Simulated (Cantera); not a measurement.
**PbO + N2 (iron carbonyl, mercury and lead vapours)**

Feed: 1 mol PbO, 7.7 mol N2, at 19000 Pa.

Method: chemical equilibrium by Gibbs-energy minimisation in Cantera with the NASA 1993 tables (ideal gas, pure condensed phases). Candidate condensed phases: Pb, PbO, PbO2, Pb3O4; 12 gas species. Gases not in the tables: (PbO)n polymers. Rates play no part.

From 777 °C to 877 °C the condensed part is PbO(yellow). From 902 °C to 977 °C the condensed part is PbO(l).

| T (°C) | log p N2 | log p PbO | log p Pb | log p O2 | log p NO | log p O | n PbO(yellow) | n PbO(l) |
|---|---|---|---|---|---|---|---|---|
| 777 | -0.72 | -5.83 | -6.57 | -6.90 | -7.70 | -12.63 | 1.000 | 0 |
| 802 | -0.72 | -5.51 | -6.26 | -6.59 | -7.44 | -12.18 | 1.000 | 0 |
| 827 | -0.72 | -5.21 | -5.96 | -6.29 | -7.19 | -11.75 | 1.000 | 0 |
| 852 | -0.72 | -4.92 | -5.68 | -6.01 | -6.95 | -11.34 | 0.999 | 0 |
| 877 | -0.72 | -4.64 | -5.42 | -5.74 | -6.72 | -10.95 | 0.999 | 0 |
| 902 | -0.72 | -4.39 | -5.17 | -5.49 | -6.51 | -10.58 | 0 | 0.998 |
| 927 | -0.72 | -4.17 | -4.94 | -5.26 | -6.31 | -10.23 | 0 | 0.997 |
| 952 | -0.72 | -3.95 | -4.72 | -5.04 | -6.12 | -9.90 | 0 | 0.995 |
| 977 | -0.72 | -3.74 | -4.51 | -4.83 | -5.93 | -9.57 | 0 | 0.991 |
log p: log10 of the partial pressure in bar; n: condensed amount in mol.
